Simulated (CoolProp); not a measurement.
Vapour-liquid equilibrium of R22 (1) + R114 (2) at 714 kPa; x and y are mole fractions of (1).

Computed with CoolProp (multi-fluid Helmholtz-energy mixture model, Kamei 1995 and Platzer 1990; pair parameters Bell 2016). This equation is an older, rougher fit; its heat capacities, sound speeds and derivatives of the liquid may be far off and weren't checked against measurements.

```
x     bubble temperature (K)  y at the bubble point  dew temperature at overall composition x (K)  liquid density (mol/L)
----  ----------------------  ---------------------  --------------------------------------------  ----------------------
0.05                   333.5                  0.192                                         339.6                   7.952
0.15                   321.3                  0.442                                         335.4                   8.507
0.25                   312.9                  0.589                                         330.9                   9.032
0.35                   306.9                  0.685                                         326.1                   9.560
0.45                   302.1                  0.755                                         320.9                   10.11
0.55                   298.2                  0.811                                         315.3                   10.71
0.65                   294.7                  0.860                                         309.1                   11.37
0.75                   291.6                  0.903                                         302.5                   12.10
0.85                   288.7                  0.944                                         295.4                   12.92
0.95                   286.0                  0.982                                         288.3                   13.84
```

No azeotrope shows between x = 0.05 and 0.95.

The pair parameters rest on a limited set of measurements; away from them the model extrapolates.
